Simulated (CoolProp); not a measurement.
Aqueous methanol as a coolant, at 33 °C, 1 atm.

Computed with CoolProp (Melinder's fits for secondary coolants).

```json
[
 {"mass %": "4.2", "freezing point (°C)": "-2.5", "density (kg/m³)": "987.3", "conductivity (W/(m K))": "0.592", "Prandtl number": "5.85", "cp (kJ/(kg K))": "4.182"},
 {"mass %": "8.5", "freezing point (°C)": "-5.4", "density (kg/m³)": "980.1", "conductivity (W/(m K))": "0.565", "Prandtl number": "6.73", "cp (kJ/(kg K))": "4.177"},
 {"mass %": "12.9", "freezing point (°C)": "-8.8", "density (kg/m³)": "973.0", "conductivity (W/(m K))": "0.538", "Prandtl number": "7.68", "cp (kJ/(kg K))": "4.157"},
 {"mass %": "17.2", "freezing point (°C)": "-12.5", "density (kg/m³)": "966.1", "conductivity (W/(m K))": "0.513", "Prandtl number": "8.62", "cp (kJ/(kg K))": "4.129"},
 {"mass %": "21.6", "freezing point (°C)": "-16.6", "density (kg/m³)": "959.0", "conductivity (W/(m K))": "0.488", "Prandtl number": "9.58", "cp (kJ/(kg K))": "4.096"},
 {"mass %": "25.9", "freezing point (°C)": "-21.1", "density (kg/m³)": "951.8", "conductivity (W/(m K))": "0.464", "Prandtl number": "10.5", "cp (kJ/(kg K))": "4.059"},
 {"mass %": "30.2", "freezing point (°C)": "-25.9", "density (kg/m³)": "944.5", "conductivity (W/(m K))": "0.441", "Prandtl number": "11.3", "cp (kJ/(kg K))": "4.014"},
 {"mass %": "34.6", "freezing point (°C)": "-31.3", "density (kg/m³)": "936.7", "conductivity (W/(m K))": "0.419", "Prandtl number": "12.0", "cp (kJ/(kg K))": "3.957"},
 {"mass %": "38.9", "freezing point (°C)": "-37.1", "density (kg/m³)": "928.8", "conductivity (W/(m K))": "0.398", "Prandtl number": "12.5", "cp (kJ/(kg K))": "3.888"},
 {"mass %": "43.3", "freezing point (°C)": "-43.6", "density (kg/m³)": "920.4", "conductivity (W/(m K))": "0.378", "Prandtl number": "12.8", "cp (kJ/(kg K))": "3.804"}
]
```
